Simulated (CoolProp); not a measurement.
CH2F2 (R32) at 236.21 K and 0.103 MPa flows at 0.074 m/s in a round tube of 50 mm bore and 0.25 µm roughness, fully developed (64/Re and Nu = 3.66 if laminar; Colebrook and Gnielinski if turbulent). Each further row changes one setting.

Values from CoolProp's reference Helmholtz-energy equation of state, Tillner-Roth 1997.

| case | Reynolds number | Darcy friction factor | pressure drop (Pa/m) | heat-transfer coefficient (W/(m² K)) | mass flow (kg/h) |
|---|---|---|---|---|---|
| as stated | … | … | … | 0.688 | 1.47 |
| velocity 0.148 m/s | 1980 | 0.0323 | … | 0.688 | … |
| diameter 100 mm | 1980 | 0.0323 | … | 0.344 | 5.90 |

### Question
What belongs in the gaps?

### Answer

- as stated, Reynolds number: 989
- as stated, Darcy friction factor: 0.0647
- as stated, pressure drop (Pa/m): 0.00998
- velocity 0.148 m/s, pressure drop (Pa/m): 0.0200
- velocity 0.148 m/s, mass flow (kg/h): 2.95
- diameter 100 mm, pressure drop (Pa/m): 0.00250

Viscosity comes from a separate model (Bell 2016), an estimate that may be off by 10 % or more. Thermal conductivity comes from a separate model (Huber 2003), an estimate that may be off by 10 % or more.
